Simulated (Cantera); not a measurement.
An isothermal, constant-pressure homogeneous reactor starts with 0.941 % H2, 99.1 % O2, equivalence ratio 0.0047, at 925 K and 20.0 Torr.

Computed with Cantera and GRI-Mech 3.0 (53 species, 325 reactions). Radical loss at walls, strong at low pressure, is not modelled. Below about 950 K walls govern HO2 and H2O2 in real vessels.

x: mole fraction; the columns are a selection and need not sum to one.

| t (s) | x H2 | x O2 | x H | x O | x H2O | x H2O2 | x OH |
|---|---|---|---|---|---|---|---|
| 3.00e-6 | 0.00941 | 0.991 | <1e-12 | <1e-12 | <1e-12 | <1e-12 | <1e-12 |
| 9.17e-6 | 0.00941 | 0.991 | <1e-12 | <1e-12 | <1e-12 | <1e-12 | <1e-12 |
| 2.80e-5 | 0.00941 | 0.991 | <1e-12 | <1e-12 | <1e-12 | <1e-12 | <1e-12 |
| 8.57e-5 | 0.00941 | 0.991 | 1.20e-12 | <1e-12 | <1e-12 | <1e-12 | <1e-12 |
| 0.000262 | 0.00941 | 0.991 | 2.53e-12 | 3.33e-12 | <1e-12 | <1e-12 | 2.69e-12 |
| 0.000801 | 0.00941 | 0.991 | 6.67e-12 | 2.17e-11 | 1.41e-11 | <1e-12 | 1.31e-11 |
| 0.00245 | 0.00941 | 0.991 | 5.55e-11 | 2.85e-10 | 3.15e-10 | <1e-12 | 1.35e-10 |
| 0.00749 | 0.00941 | 0.991 | 2.22e-8 | 1.21e-7 | 1.53e-7 | <1e-12 | 5.52e-8 |
| 0.0229 | 0.00118 | 0.988 | 0.000462 | 0.00205 | 0.00779 | ___ | 0.000454 |
| 0.0700 | 4.64e-5 | 0.990 | 7.60e-6 | 0.000281 | 0.00937 | ___ | 5.68e-5 |
| 0.214 | 6.19e-6 | 0.990 | 3.78e-7 | 4.30e-5 | 0.00944 | ___ | 1.85e-5 |
| 0.654 | 9.62e-7 | 0.991 | 1.96e-8 | 5.96e-6 | 0.00945 | ___ | 6.96e-6 |
| 2.00 | 1.29e-7 | 0.991 | 1.17e-9 | 8.92e-7 | 0.00945 | ___ | 2.77e-6 |

Question: Fill in the missing entries.

Answer: 
- 0.0229, x H2O2: 2.50e-7
- 0.0700, x H2O2: 4.37e-8
- 0.214, x H2O2: 2.25e-8
- 0.654, x H2O2: 1.20e-8
- 2.00, x H2O2: 4.86e-9
